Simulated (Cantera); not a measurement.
Feed: 1 mol PbS, 7.1 mol H2, 0.48 mol N2, at 1527 °C and 14.0 Pa.

Cantera equilibrium calculation (NASA polynomials, part measured and part estimated; ideal gas, pure solids and liquids). Candidate condensed phases: Pb, PbS, S; 18 gas species. The numbers say what is thermodynamically allowed, not how fast it happens.

Problem. What is the equilibrium state?

Solution. 
- x(H2): 0.753
- x(Pb): 0.0991
- x(N2): 0.0521
- x(S2): 0.0387
- x(H): 0.0263
- x(S): 0.0123
- x(PbS): 0.00958
- x(SH): 0.00744
- x(H2S): 0.00189
- gas amount: 9.205 mol
- log10 activity of S(l) (absent): -4.10
- log10 activity of Pb(l) (absent): -4.29
